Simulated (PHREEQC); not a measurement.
0.11 g of hydrous ferric oxide (600 m²/g; 0.2 weak and 0.005 strong sites per Fe, Dzombak-Morel constants, diffuse double layer) in 1 kg of water with 0.001 mol/kgw of an inert sodium salt and 0.092 mmol/kgw ZnCl2 and 0.14 mmol/kgw PbCl2, at 25 °C; the pH is set by adding NaOH or the inert anion's acid. O2 is buffered at 0.21 atm. The system is closed to CO2. Precipitation was switched off in this run.

Base run: PHREEQC, ion-association model, wateq4f.dat. Each further column changes one thing. The table gives Pb sorbed (%).

```tsv
pH	base	no electrostatic term (-no_edl)	background salt from 0.001 to 0.0001 mol/kgw	oxide from 0.11 to 0.55 g/kgw
3	0.7	0.9	0.7	3.3
4	4.1	4.4	___	19.9
4.5	4.9	6.3	4.8	23.9
5.5	21.8	60.1	20.7	67.1
6	45.4	91.0	43.9	___
7	79.7	99.6	78.3	99.8
8	87.4	99.9	86.2	100.0
8.5	86.9	99.9	85.9	100.0
9.5	88.8	99.8	___	100.0
10	88.8	99.2	___	100.0
11	86.6	___	86.7	100.0
```

Task: Complete the blanks.

Result: 
- 4, background salt from 0.001 to 0.0001 mol/kgw: 4.0
- 6, oxide from 0.11 to 0.55 g/kgw: 92.5
- 9.5, background salt from 0.001 to 0.0001 mol/kgw: 88.3
- 10, background salt from 0.001 to 0.0001 mol/kgw: 88.5
- 11, no electrostatic term (-no_edl): 60.9

In at least one series the solution becomes supersaturated in solids that the run did not let form, among them Zn(OH)2-e, Zn5(OH)8Cl2, Pb(OH)2. The oxide is taken as insoluble; below pH 4 it would dissolve.
